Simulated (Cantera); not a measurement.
An adiabatic, constant-pressure homogeneous reactor starts with 25.1 % CO, 18.8 % H₂, 10.5 % O₂, 39.4 % N₂, 6.27 % CO₂, at 1400 K and 3750 Torr.

Cantera simulation using GRI-Mech 3.0 (53 species, 325 reactions); the numbers are that mechanism's predictions, not measurements. The hydrogen kinetics of GRI-Mech 3.0 are dated; newer H2 mechanisms differ, most at raised pressure.

### Question
Predict: time of steepest temperature rise; temperature at 7.00 s; equilibrium temperature; x(CO) at 7.00 s; x(H₂) at 7.00 s; x(O₂) at 7.00 s; x(NO₂) at 7.00 s; x(NO) at 7.00 s; x(HO₂) at 7.00 s; x(CO₂) at 7.00 s.

### Answer
| Quantity | Result |
|---|---|
| time of steepest temperature rise | 5.74 µs |
| temperature at 7.00 s | 2732 K |
| equilibrium temperature | 2732 K |
| x(CO) at 7.00 s | 0.218 (gas-phase equilibrium 0.218) |
| x(H₂) at 7.00 s | 0.0403 (gas-phase equilibrium 0.0403) |
| x(O₂) at 7.00 s | 0.000907 (gas-phase equilibrium 0.000907) |
| x(NO₂) at 7.00 s | 1.71e-7 (gas-phase equilibrium 1.71e-7) |
| x(NO) at 7.00 s | 0.00164 (gas-phase equilibrium 0.00164) |
| x(HO₂) at 7.00 s | 7.97e-7 (gas-phase equilibrium 7.97e-7) |
| x(CO₂) at 7.00 s | 0.129 (gas-phase equilibrium 0.129) |
